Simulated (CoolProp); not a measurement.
Vapour-liquid equilibrium of R143a (1) + R1234yf (2) at 5.38 bar; x and y are mole fractions of (1).

Computed with CoolProp (multi-fluid Helmholtz-energy mixture model, Lemmon and Jacobsen 2000 and Lemmon 2022; pair parameters Bell 2016).

Give the bubble temperature and the first vapour's composition at x = 0.35, 0.8, 0.95. Is there an azeotrope?

x = 0.35: 7.3 °C, y = 0.487; x = 0.8: -1.3 °C, y = 0.871; x = 0.95: -3.7 °C, y = 0.969. No azeotrope shows between x = 0.05 and 0.95.

Pair parameters are fitted to limited data, so mixtures are less certain than the pure fluids.
